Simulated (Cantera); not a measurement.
## Equilibrium for hydrogen reduction and annealing atmospheres: PbS + H₂

Input: 1 mol PbS, a varied amount of H₂, held at 1000 K and 0.0825 Torr.

Method: chemical equilibrium by Gibbs-energy minimisation in Cantera with the NASA 1993 tables (ideal gas, pure condensed phases). Candidate condensed phases: Pb, PbS, S; 10 gas species. Gases not in the tables: S₃ to S₇. Kinetics and transport are ignored.

From 5.9 mol H₂ to 170 mol H₂ nothing is condensed. The main Pb-bearing gas is PbS at 5.9 mol H₂ and Pb at 170 mol H₂.

```csv
n(H₂) (mol),log p H₂,log p PbS,log p Pb,log p H₂S,log p S₂,log p SH,log p H
5.9,-4.04,-4.86,-5.69,-5.70,-7.59,-8.90,-10.66
8,-4.02,-4.98,-5.74,-5.75,-7.73,-8.96,-10.65
11,-4.00,-5.12,-5.80,-5.81,-7.88,-9.03,-10.65
15,-3.99,-5.26,-5.87,-5.88,-8.03,-9.10,-10.64
20,-3.98,-5.39,-5.93,-5.94,-8.17,-9.16,-10.64
27,-3.98,-5.53,-6.00,-6.01,-8.32,-9.24,-10.63
36,-3.97,-5.67,-6.07,-6.07,-8.46,-9.31,-10.63
49,-3.97,-5.83,-6.15,-6.15,-8.62,-9.38,-10.63
67,-3.97,-5.99,-6.23,-6.23,-8.79,-9.46,-10.63
90,-3.97,-6.15,-6.30,-6.31,-8.95,-9.54,-10.63
120,-3.96,-6.31,-6.38,-6.38,-9.11,-9.62,-10.63
170,-3.96,-6.51,-6.48,-6.48,-9.31,-9.72,-10.63
```
log p: log10 of the partial pressure in bar; nothing condenses.
